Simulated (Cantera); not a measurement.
Formation from one mole of O2

Standard-state values (1 bar) from the NASA 1993 polynomials, evaluated with Cantera. Values are per mole of reaction as written; species without (g) are pure solids or liquids, kept so even where they would boil at 1 bar.

V + O2(g) → VO2(g)

```tsv
T (K)	ΔH° (kJ)	ΔS° (J/K)	ΔG° (kJ)	log10 K
1025	-238.6	20.9	-260.0	13.25
1075	-239.1	20.4	-261.0	12.68
1125	-239.6	20.0	-262.1	12.17
1175	-240.1	19.5	-263.0	11.69
1225	-240.7	19.0	-264.0	11.26
1275	-241.3	18.6	-264.9	10.85
1325	-241.9	18.1	-265.9	10.48
1375	-242.5	17.6	-266.8	10.13
1425	-243.2	17.2	-267.6	9.81
1475	-243.8	16.7	-268.5	9.51
```

0.6667 Cr + O2(g) → 0.6667 CrO3(g)

| T (K) | ΔH° (kJ) | ΔS° (J/K) | ΔG° (kJ) | log10 K |
|---|---|---|---|---|
| 1025 | -197.5 | -47.7 | -148.6 | 7.57 |
| 1075 | -197.7 | -47.9 | -146.2 | 7.10 |
| 1125 | -198.0 | -48.1 | -143.8 | 6.68 |
| 1175 | -198.2 | -48.4 | -141.4 | 6.29 |
| 1225 | -198.5 | -48.6 | -139.0 | 5.93 |
| 1275 | -198.8 | -48.9 | -136.5 | 5.59 |
| 1325 | -199.2 | -49.1 | -134.1 | 5.29 |
| 1375 | -199.6 | -49.4 | -131.6 | 5.00 |
| 1425 | -200.0 | -49.7 | -129.1 | 4.73 |
| 1475 | -200.5 | -50.0 | -126.6 | 4.48 |

4 Li + O2(g) → 2 Li2O

| T (K) | ΔH° (kJ) | ΔS° (J/K) | ΔG° (kJ) | log10 K |
|---|---|---|---|---|
| 1025 | -1207.5 | -275.8 | -924.8 | 47.13 |
| 1075 | -1206.3 | -274.7 | -911.0 | 44.27 |
| 1125 | -1204.9 | -273.4 | -897.3 | 41.66 |
| 1175 | -1203.4 | -272.1 | -883.7 | 39.28 |
| 1225 | -1201.8 | -270.8 | -870.1 | 37.10 |
| 1275 | -1200.2 | -269.5 | -856.6 | 35.09 |
| 1325 | -1198.4 | -268.1 | -843.2 | 33.24 |
| 1375 | -1196.6 | -266.8 | -829.8 | 31.52 |
| 1425 | -1194.8 | -265.5 | -816.5 | 29.93 |
| 1475 | -1192.9 | -264.1 | -803.2 | 28.45 |
